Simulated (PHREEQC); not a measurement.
## Hard or scaling water: speciation

Consider water at 20 °C with 0.015 mol/kgw MgCl2 and 1e-05 mol/kgw NaF. Closed to the air; pH follows from the charge balance.

Equilibrium calculation in PHREEQC: ion-association model, phreeqc.dat.

No solid was allowed to form.

Problem. Predict the pH, specific conductance.

Solution. pH 6.80; specific conductance 2860 µS/cm.

Problem. In which forms is F present?

Solution. F- 69 %, MgF+ 31 % of the F.

Complexes and solids missing from the database can't appear.
